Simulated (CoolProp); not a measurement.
Hydrogen sulfide along the isobar 6.12 bar: Z from the reference equation and from simpler models built on Tc = 373.1 K, pc = 89.99 bar, ω = 0.101; each cubic takes its own stable root.

Computed with CoolProp (reference Helmholtz-energy equation of state, Lemmon 2006). It is a short technical equation, of lower accuracy than the large ones.

```tsv
T (K)	phase	reference
260.4	gas	0.9238
280.9	gas	0.9414
301.4	gas	0.9537
321.8	gas	0.9627
342.3	gas	0.9695
362.8	gas	0.9748
383.3	gas	0.9790
403.8	gas	0.9823
424.3	gas	0.9850
444.7	gas	0.9872
```

Question: How far does each simpler model (van der Waals, Redlich-Kwong, Soave-Redlich-Kwong) lie from the reference over these 10 states: mean and median of the absolute difference, and the worst?

Answer: 
- van der Waals: mean 0.8 %, median 0.4 %, worst +2.9 % at 260.4 K and 6.12 bar
- Redlich-Kwong: mean 0.2 %, median 0.1 %, worst +1.0 % at 260.4 K and 6.12 bar
- Soave-Redlich-Kwong: mean 0.2 %, median 0.1 %, worst +0.9 % at 260.4 K and 6.12 bar
